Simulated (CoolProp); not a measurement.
Vapour-liquid equilibrium of hydrogen sulfide (1) + n-butane (2) at 37.1 kPa; x and y are mole fractions of (1).

Model: multi-fluid Helmholtz-energy mixture model, Lemmon 2006 and Bücker 2006; pair parameters Kunz 2012, in CoolProp.

| x | bubble temperature (K) | y at the bubble point | dew temperature at overall composition x (K) | liquid density (mol/L) |
|---|---|---|---|---|
| 0.05 | 224.3 | 0.736 | 247.8 | 11.46 |
| 0.125 | 209.2 | 0.907 | 246.1 | 12.21 |
| 0.2 | 202.9 | 0.944 | 244.2 | 12.91 |
| 0.275 | 200.0 | 0.957 | 242.3 | 13.66 |
| 0.35 | 198.5 | 0.963 | 240.2 | 14.51 |
| 0.425 | 197.7 | 0.966 | 237.8 | 15.47 |
| 0.5 | 197.3 | 0.968 | 235.2 | 16.56 |
| 0.575 | 197.1 | 0.969 | 232.3 | 17.82 |
| 0.65 | 197.0 | 0.969 | 229.0 | 19.26 |
| 0.725 | 196.8 | 0.971 | 225.0 | 20.90 |
| 0.8 | 196.5 | 0.973 | 220.0 | 22.75 |
| 0.875 | 196.1 | 0.978 | 213.1 | 24.83 |
| 0.95 | 195.4 | 0.988 | 201.6 | 27.13 |

No azeotrope shows between x = 0.05 and 0.95.

The pair parameters rest on a limited set of measurements; away from them the model extrapolates. With so large a gap from Raoult's law the liquid may split in two, which this calculation doesn't test in full.
